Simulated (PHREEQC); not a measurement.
A solution holds 0.14 mol/kgw HCl, 0.0042 mol/kgw CuSO4 and 0.00016 mol/kgw CuCl2, at 20 °C. Closed to the air; pH follows from the charge balance.

Model: ion-association model, phreeqc.dat, run in PHREEQC.

**Question.** The ionic strength comes out as 0.149 mol/kgw. What activity coefficients do HSO4-, CuCl+, H+, Cu+2, SO4-2 get?

**Answer.** HSO4- 0.76, CuCl+ 0.74, H+ 0.81, Cu+2 0.36, SO4-2 0.33.

This is a speciation only: nothing precipitates in the calculation. Species that the database lacks are ignored.
